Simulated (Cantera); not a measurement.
A closed system holds: 1 mol LiCl, 8 mol H₂, at 1875 °C and 0.133 bar.

Equilibrium computed with Cantera from the NASA thermochemical tables; the gas is ideal and each condensed phase is pure. Candidate condensed phases: Li, LiCl, LiH; 11 gas species. Equilibrium is a limit: real reactors are often held back by kinetics, nucleation or transport.

What is the equilibrium state?


```json
{
 "x(H₂)": "0.873",
 "x(LiCl)": "0.104",
 "x(H)": "0.0107",
 "x(HCl)": "0.00581",
 "x(Li)": "0.00578",
 "x(LiH)": "7.57e-5",
 "x(Cl)": "5.19e-5",
 "x(Li₂Cl₂)": "2.81e-5",
 "gas_amount": "9.075 mol",
 "log10 activity of Li(l) (absent)": "-4.24"
}
```
